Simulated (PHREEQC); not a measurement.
Dissolve 0.43 mol KOH, 0.016 mol H3BO3 and 0.25 mol (CH3)4NCl per kg of water at 25 °C. Closed to the air; pH follows from the charge balance.

All values are PHREEQC results (ion-association model, phreeqc.dat), not measurements.

| Property | Result |
|---|---|
| pH | 13.41 |
| ionic strength | 0.680 mol/kgw |
| activity of water | 0.977 |
| total alkalinity | 430 meq/kg |

| species | molality | activity | log γ |
|---|---|---|---|
| K+ | 0.430 | 0.268 | -0.206 |
| OH- | 0.414 | 0.252 | -0.216 |
| Cl- | 0.250 | 0.158 | -0.200 |
| (CH3)4N+ | 0.250 | 0.157 | -0.202 |
| H2BO3- | 0.0160 | 0.0120 | -0.126 |
| H3BO3 | 6.98e-7 | 8.16e-7 | 0.068 |

Precipitation was switched off in this run. Complexes and solids missing from the database can't appear. (CH3)4N+ isn't in the database: it is added as a free cation with an ion size of 4 Å.
